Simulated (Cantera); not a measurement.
A closed system holds: 1 mol Fe(CO)₅, 0.11 mol CO, 13 mol N₂, equilibrated at 450 °C and 1.60 mbar.

Equilibrium computed with Cantera from the NASA thermochemical tables; the gas is ideal and each condensed phase is pure. Candidate condensed phases: C, Fe, Fe(CO)₅, FeO, Fe₂O₃, Fe₃O₄; 27 gas species. Condensed phases not in the tables: cementite and carbon dissolved in iron. The numbers say what is thermodynamically allowed, not how fast it happens.

Base state: N₂ 0.767, CO 0.165, CO₂ 0.0680 (mole fractions); condensed: C(graphite) + Fe(α).

### Question
What changes in the equilibrium state with this change: temperature from 450 °C to 552 °C?

### Answer
```csv
species,before,after
N₂,0.767,0.722
CO,0.165,0.273
CO₂,0.0680,0.00537
"C(graphite), mol",1.15,0.0967
"Fe(α), mol",1.00,1.00
```

### Question
What changes in the equilibrium state with this change: N₂ from 13 to 31 mol?

### Answer
```tsv
species	before	after
N₂	0.767	0.879
CO	0.165	0.0975
CO₂	0.0680	0.0237
C(graphite), mol	1.15	0.835
Fe(α), mol	1.00	1.00
```
